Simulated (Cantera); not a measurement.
A perfectly stirred reactor is fed with CH₄ : N₂ = 1 : 2.7 (molar parts), at 59.3 Torr; it is held at 1498 K, and followed from long to short residence time.

Cantera simulation using GRI-Mech 3.0 (53 species, 325 reactions); the numbers are that mechanism's predictions, not measurements. GRI-Mech 3.0 stops at C3 and has no aromatics, soot or wall deposition, so with more carbon than oxygen in the feed, carbon stays in small species such as C2H2 where larger ones or solid carbon would form.

One state of this run: x CH₄ = 0.254; x C₂H₄ = 0.00263; x CH₃ = 0.000372; x C₂H₆ = 0.000260; x C₂H = 5.68e-10; x HCN = 1.07e-10; x CH₂ = 2.08e-8. x: mole fraction; the columns are a selection and need not sum to one.

### Question
Which value of τ (s) does it belong to?
(A) 0.15
(B) 0.0031
(C) 0.011
(D) 0.56

### Answer
A, 0.15
